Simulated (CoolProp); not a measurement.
Vapour-liquid equilibrium of hydrogen chloride (1) + n-hexane (2) at 0.226 MPa; x and y are mole fractions of (1).

The numbers come from the multi-fluid Helmholtz-energy mixture model, Thol 2018 and Thol 2019; pair parameters Bell 2016 in CoolProp.

```tsv
x	bubble temperature, mixture model (°C)	bubble temperature, Raoult's law (°C)	y, mixture model	y, Raoult's law
0.05	-4.1	19.9	0.978	0.932
0.2	-55.3	-28.7	0.999	0.996
0.35	-62.2	-44.7	1.000	0.999
0.5	-63.4	-53.8	1.000	1.000
0.65	-64.0	-60.1	1.000	1.000
0.8	-65.6	-64.8	1.000	1.000
0.95	-68.5	-68.5	1.000	1.000
```

The largest gap from Raoult's law is -26.6 K in bubble temperature, at x = 0.2. No azeotrope shows between x = 0.05 and 0.95.

The pair parameters rest on a limited set of measurements; away from them the model extrapolates. With so large a gap from Raoult's law the liquid may split in two, which this calculation doesn't test in full.
